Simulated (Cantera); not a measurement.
# Ignition delay

Mixture: 1.49 % CH4, 0.299 % C2H6, 1.94 % C3H8, 18.4 % O2, 68.8 % N2, 9.10 % H2O, equivalence ratio 0.75, at 23300 Torr, adiabatic and at constant pressure. Ignition delay is the time to a rise of 400 K.

Model: GRI-Mech 3.0 (53 species, 325 reactions), integrated in Cantera. GRI-Mech 3.0 was tuned for natural gas; its chemistry of propane as a main component is partial and can be far from experiment. The pressure lies above the range GRI-Mech 3.0 was tuned for (to about 10 atm).

| T0 (K) | delay (ms) |
|---|---|
| 1000 | 8.04 |
| 1050 | 3.52 |
| 1100 | 1.66 |
| 1150 | 0.815 |
| 1200 | 0.411 |
| 1250 | 0.212 |

| Property | Result |
|---|---|
| apparent activation energy between 1150 and 1250 K | 160 kJ/mol |
